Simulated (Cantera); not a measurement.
Cantera run:

```python
import numpy as np
import cantera as ct

gas_names = """
    C CN CO CO2 C2 CCN CNC C2N2 C2O C3 C3O2 C4 C4N2 C5 N NCO NO NO2 NO3 N2 N2O O O2 O3 Si SiC SiC2 SiN
    SiO SiO2 Si2 Si2C Si2N Si3
""".split()
cond_names = """
    C(gr) Si(cr) Si(L) SiC(b) SiO2(Lqz) SiO2(hqz) SiO2(L) Si2N2O(s) Si3N4(a)
""".split()


# ... load() reads the species with a 1 bar reference pressure and builds the phases ...
atoms = {
    'Si3N4': {'Si': 3, 'N': 4},
    'CO2': {'C': 1, 'O': 2},
    'N2': {'N': 2},
    'O2': {'O': 2},
}
top_T = {'C(gr)': 4500, 'SiC(b)': 3050, 'Si2N2O(s)': 2100, 'Si3N4(a)': 2400}  # K; cautious upper limits of use, not melting points


# ... equilibrate(T, P, feed) seeds the gas with the atoms and calls Mixture.equilibrate('TP', solver="vcs", rtol=1e-11, max_steps=5000) ...
results = []
feed = {'Si3N4': 1, 'CO2': 0.059, 'N2': 710, 'O2': 1}  # mol
T = 1500  # K
P = 13332.2  # Pa
mix = equilibrate(T, P, feed)
results.append((T, P, feed, dict(zip(mix.species_names, mix.species_moles))))
x = sorted(zip(gas.X, gas.species_names), reverse=True)
print(f"T = {T:g} K  P = {P:g} Pa  gas = {mix.phase_moles(0):.4g} mol")
print("   x: " + "  ".join(f"{s} {v:.3e}" for v, s in x if v > 0.0001))
print("   condensed (mol): " + ("  ".join(f"{mix.phase(i).name} {mix.phase_moles(i):.4g}"
      for i in range(1, mix.n_phases) if mix.phase_moles(i) > 1e-12) or "none"))
```

Output:

```
T = 1500 K  P = 13332.2 Pa  gas = 710.8 mol
   x: N2 9.999e-01
   condensed (mol): SiO2(hqz) 0.3649  Si2N2O(s) 1.306
```

Method: chemical equilibrium by Gibbs-energy minimisation in Cantera with the NASA 1993 tables (ideal gas, pure condensed phases). Mutual solubility and eutectic melting of coexisting phases are not modelled. The tables hold silica as quartz up to 1696 K and as liquid above; real silica turns to tridymite and cristobalite and melts near 1996 K.
